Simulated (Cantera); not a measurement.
**Equilibrium for iron carbonyl, mercury and lead vapours: Pb + H₂ + CO**

Feed: 1 mol Pb, 0.24 mol H₂, 0.047 mol CO, at 1.90 bar.

Equilibrium computed with Cantera from the NASA thermochemical tables; the gas is ideal and each condensed phase is pure. Candidate condensed phases: C, C₆H₆, C₇H₈, C₈H₁₈, H₂O, Pb, PbO, PbO₂, Pb₃O₄; 113 gas species. Kinetics and transport are ignored.

From 775 K to 1375 K the condensed part is Pb(l). The main Pb-bearing gas is Pb throughout.

```tsv
T (K)	log p H₂	log p CH₄	log p H₂O	log p CO	log p CO₂	n Pb(l)
775	0.00	-0.34	-0.35	-2.65	-2.30	1.00
825	0.02	-0.38	-0.40	-1.90	-1.76	1.00
875	0.06	-0.45	-0.49	-1.38	-1.51	1.00
925	0.10	-0.57	-0.63	-1.03	-1.45	1.00
975	0.14	-0.72	-0.80	-0.81	-1.54	1.000
1025	0.16	-0.92	-0.99	-0.68	-1.72	1.000
1075	0.18	-1.12	-1.20	-0.60	-1.94	1.000
1125	0.19	-1.34	-1.40	-0.56	-2.19	1.000
1175	0.19	-1.54	-1.60	-0.54	-2.44	1.000
1225	0.19	-1.74	-1.79	-0.53	-2.68	1.000
1275	0.20	-1.92	-1.97	-0.52	-2.91	1.000
1325	0.20	-2.10	-2.14	-0.52	-3.13	0.999
1375	0.20	-2.26	-2.30	-0.51	-3.33	0.999
```
log p: log10 of the partial pressure in bar; n: condensed amount in mol.
